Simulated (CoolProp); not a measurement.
A simple Rankine cycle with the fluoroketone C6F12O (FK-5-1-12): condensing at 331.15 K, boiler at 0.508 MPa, turbine inlet 418.4 K, turbine efficiency 0.75, pump efficiency 0.8, no recuperator. Each further row changes one setting.

Values from CoolProp's reference Helmholtz-energy equation of state, McLinden 2015.

| case | thermal efficiency (%) | net work (kJ/kg) | heat in (kJ/kg) | turbine exit temperature (K) | volume ratio over the turbine |
|---|---|---|---|---|---|
| as stated | 5.8 | 9.51 | 163 | 404.3 | 3.96 |
| turbine inlet 438.4 K | 5.5 | 10.1 | [?] | 424.5 | 3.89 |
| condensing temperature 323.15 K | 6.7 | 11.5 | 172 | [?] | 5.19 |
| boiler pressure 0.356 MPa | 4.3 | 7.15 | 165 | [?] | [?] |
| turbine efficiency 0.65 | 5.0 | [?] | 163 | 405.6 | 3.98 |

Question: Some entries are withheld; supply them.

Answer: 
- turbine inlet 438.4 K, heat in (kJ/kg): 184
- condensing temperature 323.15 K, turbine exit temperature (K): 401.8
- boiler pressure 0.356 MPa, turbine exit temperature (K): 408.6
- boiler pressure 0.356 MPa, volume ratio over the turbine: 2.68
- turbine efficiency 0.65, net work (kJ/kg): 8.20
